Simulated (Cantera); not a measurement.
Input (Python, Cantera):

```python
import numpy as np
import cantera as ct

gas = ct.Solution("gri30.yaml", transport_model="mixture-averaged")
show = ['OH', 'CO2', 'CH4']

rows = []
print(f"{'T/K':>7s}{'rho':>11s}{'cp':>10s}{'mu':>11s}{'lambda':>11s}{'Pr':>7s}" + "".join(f"{'D_' + s:>11s}" for s in show))
for T in [400, 500, 600, 700, 800, 900]:
    gas.TPX = T, 280000, {'H2O': 0.64, 'NH3': 0.67, 'N2': 0.28}
    Pr = gas.cp_mass * gas.viscosity / gas.thermal_conductivity
    D = [gas.mix_diff_coeffs_mole[gas.species_index(s)] for s in show]
    rows.append([gas.density, gas.cp_mass, gas.viscosity, gas.thermal_conductivity, Pr, *D])
    print(f"{T:7g}{gas.density:11.4e}{gas.cp_mass:10.1f}{gas.viscosity:11.4e}"
          f"{gas.thermal_conductivity:11.4e}{Pr:7.3f}" + "".join(f"{d:11.4e}" for d in D))
print("SI units: kg/m3, J/kg/K, Pa s, W/m/K, m2/s")
```

It prints:

```
    T/K        rho        cp         mu     lambda     Pr       D_OH      D_CO2      D_CH4
    400 1.6300e+00    1820.3 1.5475e-05 3.9071e-02  0.721 2.1569e-05 1.0137e-05 1.4072e-05
    500 1.3040e+00    1915.6 1.9208e-05 5.0962e-02  0.722 3.2237e-05 1.5577e-05 2.1377e-05
    600 1.0867e+00    2015.5 2.2857e-05 6.3662e-02  0.724 4.4491e-05 2.1961e-05 2.9859e-05
    700 9.3145e-01    2113.2 2.6401e-05 7.6999e-02  0.725 5.8212e-05 2.9207e-05 3.9419e-05
    800 8.1502e-01    2206.3 2.9835e-05 9.0790e-02  0.725 7.3308e-05 3.7251e-05 4.9982e-05
    900 7.2446e-01    2295.8 3.3160e-05 1.0488e-01  0.726 8.9706e-05 4.6044e-05 6.1489e-05
SI units: kg/m3, J/kg/K, Pa s, W/m/K, m2/s
```

Cantera simulation using GRI-Mech 3.0 (53 species, 325 reactions); the numbers are that mechanism's predictions, not measurements. Polar gases are described roughly by these parameters.
